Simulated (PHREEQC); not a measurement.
Leach liquor (model solution)

Dissolve 0.0051 mol HCl, 0.12 mol MnSO4 and 0.00052 mol MgSO4 per kg of water at 25 °C. Closed to the air; pH follows from the charge balance.

Equilibrium calculation in PHREEQC: ion-association model, phreeqc.dat.

No solid was allowed to form.

Question: Estimate the pH, specific conductance, density.

Answer: pH 2.83; specific conductance 10800 µS/cm; density 1.014 g/cm³.

Question: In which forms is Mg present?

Answer: MgSO4 54 %, Mg+2 46 % of the Mg.
